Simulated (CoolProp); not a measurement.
Carbonyl sulfide along the isobar 0.813 MPa: Z from the reference equation and from simpler models built on Tc = 378.8 K, pc = 6.369 MPa, ω = 0.098; each cubic takes its own stable root.

Computed with CoolProp (reference Helmholtz-energy equation of state, Lemmon 2006). It is a short technical equation, of lower accuracy than the large ones.

| T (K) | phase | reference |
|---|---|---|
| 304.6 | gas | 0.9096 |
| 323.4 | gas | 0.9262 |
| 342.2 | gas | 0.9387 |
| 361 | gas | 0.9485 |
| 379.7 | gas | 0.9563 |
| 398.5 | gas | 0.9626 |
| 417.3 | gas | 0.9678 |
| 436.1 | gas | 0.9721 |
| 454.9 | gas | 0.9757 |
| 473.7 | gas | 0.9788 |
| 492.5 | gas | 0.9814 |
| 511.3 | gas | 0.9836 |
| 530.1 | gas | 0.9856 |
| 548.9 | gas | 0.9873 |
| 567.6 | gas | 0.9888 |
| 586.4 | gas | 0.9901 |

Task: How far does each simpler model (Pitzer virial, van der Waals, Redlich-Kwong, Soave-Redlich-Kwong, Peng-Robinson) lie from the reference over these 16 states: mean and median of the absolute difference, and the worst?

Result: 
- Pitzer virial: mean 0.1 %, median 0.0 %, worst +0.5 % at 304.6 K and 0.813 MPa
- van der Waals: mean 0.5 %, median 0.2 %, worst +2.5 % at 304.6 K and 0.813 MPa
- Redlich-Kwong: mean 0.1 %, median 0.1 %, worst +0.5 % at 304.6 K and 0.813 MPa
- Soave-Redlich-Kwong: mean 0.1 %, median 0.1 %, worst +0.3 % at 304.6 K and 0.813 MPa
- Peng-Robinson: mean 0.4 %, median 0.4 %, worst -0.6 % at 361 K and 0.813 MPa
